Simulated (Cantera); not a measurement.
A Cantera script and what it prints.

```python
import numpy as np
import cantera as ct

gas_names = """
    AL ALH ALN ALO ALOH ALO2 ALO2H AL2 AL2O AL2O2 H HALO HNO HNO2 HNO3 HO2 H2 H2O H2O2 N NH NH2 NH3
    NH2OH NO NO2 NO3 N2 N2H2 N2H4 N2O O OH O2 O3
""".split()
cond_names = """
    AL(cr) AL(L) ALN(s) AL2O3(a) AL2O3(L) H2O(s) H2O(L)
""".split()


# ... load() reads the species with a 1 bar reference pressure and builds the phases ...
atoms = {
    'Al': {'AL': 1},
    'H2O': {'H': 2, 'O': 1},
    'N2': {'N': 2},
}
top_T = {'ALN(s)': 2750}  # K; cautious upper limits of use, not melting points


# ... equilibrate(T, P, feed) seeds the gas with the atoms and calls Mixture.equilibrate('TP', solver="vcs", rtol=1e-11, max_steps=5000) ...
results = []
T = 800  # K
P = 13332.2  # Pa
for m in [1, 1.9, 2.7, 3.6, 4.5, 5.3, 6.2, 7, 7.9, 8.8, 9.6, 10, 11]:
    feed = {'Al': 1, 'H2O': m, 'N2': 300}  # mol
    mix = equilibrate(T, P, feed)
    results.append((T, P, feed, dict(zip(mix.species_names, mix.species_moles))))

top = {s: max(r[3][s] / sum(r[3][g] for g in gas_names) for r in results) for s in gas_names}
cols = sorted((s for s in top if top[s] > 1e-05), key=lambda s: -top[s])[:6]
seen = [c for c in cond_names if any(r[3].get(c, 0) > 1e-12 for r in results)]
print("log10 of partial pressures in bar; condensed amounts in mol")
print(f"{'n(H2O)':>10s}" + "".join(f"{s[:9]:>10s}" for s in cols + seen))
for T, P, feed, n in results:
    ng = sum(n[g] for g in gas_names)
    print(f"{feed['H2O']:10.4g}" + "".join(f"{np.log10(max(n[s] / ng * P / 1e5, 1e-99)):10.3f}" for s in cols)
          + "".join(f"{n.get(c, 0):10.4g}" for c in seen))
```

Output:

```
log10 of partial pressures in bar; condensed amounts in mol
    n(H2O)        N2       H2O        H2    ALN(s)  AL2O3(a)
         1    -0.877   -11.193    -3.353    0.3333    0.3333
       1.9    -0.878    -3.753    -3.179         0       0.5
       2.7    -0.879    -3.277    -3.180         0       0.5
       3.6    -0.880    -3.035    -3.181         0       0.5
       4.5    -0.882    -2.882    -3.183         0       0.5
       5.3    -0.883    -2.780    -3.184         0       0.5
       6.2    -0.884    -2.689    -3.185         0       0.5
         7    -0.885    -2.622    -3.186         0       0.5
       7.9    -0.886    -2.557    -3.187         0       0.5
       8.8    -0.888    -2.501    -3.189         0       0.5
       9.6    -0.889    -2.457    -3.190         0       0.5
        10    -0.889    -2.437    -3.190         0       0.5
        11    -0.891    -2.390    -3.192         0       0.5
```

Cantera equilibrium calculation (NASA polynomials, part measured and part estimated; ideal gas, pure solids and liquids).
